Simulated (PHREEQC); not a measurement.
A solution holds 0.088 mol Na2HAsO4, 0.023 mol H2SO4 and 0.0002 mol FeCl3 per kg of water, at 25 °C. Closed to the air; pH follows from the charge balance.

Computed with PHREEQC (ion-association model, wateq4f.dat).

This is a speciation only: nothing precipitates in the calculation.

Order these Fe species by the share of Fe that they hold, largest first: Fe(OH)4-, FeOH+2, Fe(OH)3, Fe(OH)2+.

Fe(OH)2+ (68 %), Fe(OH)3 (32 %), Fe(OH)4- (0.22 %), FeOH+2 (0.10 %)

The pH is 6.72 and the ionic strength 0.232 mol/kgw. Saturation is exceeded, for instance for Fe(OH)3(a), Jarosite-Na; the values hold only as long as no solid forms. The database's scorodite may be far more soluble than the real mineral, and it has no iron arsenate complexes; the constant wasn't checked at its source.
